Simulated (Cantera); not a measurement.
A perfectly stirred reactor is fed with 0.773 % CH4, 1.37 % O2, 97.9 % N2, equivalence ratio 1.1, at 400000 Pa; it is held at 1025 K, and followed from long to short residence time.

Computed with Cantera and GRI-Mech 3.0 (53 species, 325 reactions).

Problem. Predict: x(CH4) at τ = 23.0 s; x(O2) at τ = 23.0 s; x(H) at τ = 23.0 s; x(CO2) at τ = 23.0 s; x(CH4) at τ = 74.0 ms; x(O2) at τ = 74.0 ms.

Solution. 
| Property | Value |
|---|---|
| x(CH4) at τ = 23.0 s | 0.000533 |
| x(O2) at τ = 23.0 s | 0.000844 |
| x(H) at τ = 23.0 s | 4.22e-8 |
| x(CO2) at τ = 23.0 s | 0.00510 |
| x(CH4) at τ = 74.0 ms | 0.00773 |
| x(O2) at τ = 74.0 ms | 0.0137 |
